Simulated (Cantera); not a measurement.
NO annealing gas

A perfectly stirred reactor is fed with NO : N2 = 1 : 0.11 (molar parts), at 0.188 atm; it is held at 1775 K, and followed from long to short residence time.

Model: GRI-Mech 3.0 (53 species, 325 reactions), integrated in Cantera.

| τ (s) | x NO | x O2 | x O | x N2 | x NO2 |
|---|---|---|---|---|---|
| 4.1 | 0.722 | 0.0891 | 7.12e-5 | 0.188 | 0.000544 |
| 1.6 | 0.817 | 0.0417 | 5.26e-5 | 0.141 | 0.000435 |
| 0.62 | 0.865 | 0.0174 | 3.94e-5 | 0.117 | 0.000326 |
| 0.24 | 0.887 | 0.00678 | 3.16e-5 | 0.106 | 0.000254 |
| 0.093 | 0.895 | 0.00251 | 2.72e-5 | 0.102 | 0.000212 |
| 0.036 | 0.899 | 0.000850 | 2.41e-5 | 0.1000 | 0.000182 |
| 0.014 | 0.900 | 0.000245 | 2.06e-5 | 0.0994 | 0.000147 |
| 0.0054 | 0.901 | 5.11e-5 | 1.58e-5 | 0.0992 | 9.72e-5 |
| 0.0021 | 0.901 | 7.37e-6 | 1.06e-5 | 0.0991 | 4.69e-5 |
| 0.00081 | 0.901 | 9.20e-7 | 6.77e-6 | 0.0991 | 1.68e-5 |
x: mole fraction; the columns are a selection and need not sum to one.
